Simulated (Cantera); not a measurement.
A freely propagating, adiabatic, planar premixed flame of H₂ : O₂ : N₂ = 1 : 0.357 : 1.34 (molar parts), equivalence ratio 1.4, unburnt at 523 K and 300000 Pa; unity-Lewis-number transport, grid criteria slope 0.08 and curve 0.16, no radiation.

Model: the H2/O2 subset of GRI-Mech 3.0, which has no nitrogen chemistry, integrated in Cantera. The hydrogen kinetics of GRI-Mech 3.0 are dated; newer H2 mechanisms differ, most at raised pressure. Unity Lewis numbers drop preferential diffusion, which matters most where H2 and H carry the flame. Burning velocities carry a grid error of a few per cent, more on coarse grids.

Q: Predict: laminar burning velocity; thermal thickness; peak x(OH); peak x(O); peak x(H); peak x(HO₂).

A: 
- laminar burning velocity = 469 cm/s
- thermal thickness = 0.0896 mm
- peak x(OH) = 0.0122
- peak x(O) = 0.00565
- peak x(H) = 0.0659
- peak x(HO₂) = 0.000533
